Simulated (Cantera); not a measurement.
**Hydrogen reduction and annealing atmospheres: V₂O₅ + H₂**

A closed system holds: 1 mol V₂O₅, 2400 mol H₂, equilibrated at 12000 Pa.

Cantera equilibrium calculation (NASA polynomials, part measured and part estimated; ideal gas, pure solids and liquids). Candidate condensed phases: H₂O, V, VO, V₂O₃, V₂O₄, V₂O₅; 12 gas species. Mutual solubility and eutectic melting of coexisting phases are not modelled. VO: taken at fixed stoichiometry. Condensed phases not in the tables: the oxides between V₂O₃ and V₂O₅ other than VO₂. Kinetics and transport are ignored.

```json
[
 {"T (K)": "1275", "log p H₂": "-0.92", "log p H₂O": "-4.00", "log p H": "-6.59", "log p VO₂": "-12.67", "log p VO": "<-12", "log p OH": "-11.61", "log p V": "<-12", "n VO(s)": "0.00578", "n V₂O₃(s)": "0.997"},
 {"T (K)": "1325", "log p H₂": "-0.92", "log p H₂O": "-3.84", "log p H": "-6.25", "log p VO₂": "-11.85", "log p VO": "-12.73", "log p OH": "-11.00", "log p V": "<-12", "n VO(s)": "1.81", "n V₂O₃(s)": "0.0966"},
 {"T (K)": "1375", "log p H₂": "-0.92", "log p H₂O": "-3.82", "log p H": "-5.93", "log p VO₂": "-11.22", "log p VO": "-11.96", "log p OH": "-10.57", "log p V": "<-12", "n VO(s)": "2.00", "n V₂O₃(s)": "0"},
 {"T (K)": "1425", "log p H₂": "-0.92", "log p H₂O": "-3.82", "log p H": "-5.63", "log p VO₂": "-10.66", "log p VO": "-11.25", "log p OH": "-10.19", "log p V": "<-12", "n VO(s)": "2.00", "n V₂O₃(s)": "0"},
 {"T (K)": "1475", "log p H₂": "-0.92", "log p H₂O": "-3.82", "log p H": "-5.35", "log p VO₂": "-10.13", "log p VO": "-10.59", "log p OH": "-9.83", "log p V": "-12.44", "n VO(s)": "2.00", "n V₂O₃(s)": "0"},
 {"T (K)": "1525", "log p H₂": "-0.92", "log p H₂O": "-3.82", "log p H": "-5.09", "log p VO₂": "-9.64", "log p VO": "-9.97", "log p OH": "-9.50", "log p V": "-11.66", "n VO(s)": "2.00", "n V₂O₃(s)": "0"},
 {"T (K)": "1575", "log p H₂": "-0.92", "log p H₂O": "-3.82", "log p H": "-4.84", "log p VO₂": "-9.18", "log p VO": "-9.39", "log p OH": "-9.18", "log p V": "-10.92", "n VO(s)": "2.00", "n V₂O₃(s)": "0"},
 {"T (K)": "1625", "log p H₂": "-0.92", "log p H₂O": "-3.82", "log p H": "-4.61", "log p VO₂": "-8.75", "log p VO": "-8.86", "log p OH": "-8.89", "log p V": "-10.23", "n VO(s)": "2.00", "n V₂O₃(s)": "0"},
 {"T (K)": "1675", "log p H₂": "-0.92", "log p H₂O": "-3.82", "log p H": "-4.40", "log p VO₂": "-8.35", "log p VO": "-8.35", "log p OH": "-8.61", "log p V": "-9.59", "n VO(s)": "2.00", "n V₂O₃(s)": "0"}
]
```
log p: log10 of the partial pressure in bar; n: condensed amount in mol.

From 1275 K to 1325 K the condensed part is VO(s) + V₂O₃(s). From 1375 K to 1675 K the condensed part is VO(s).
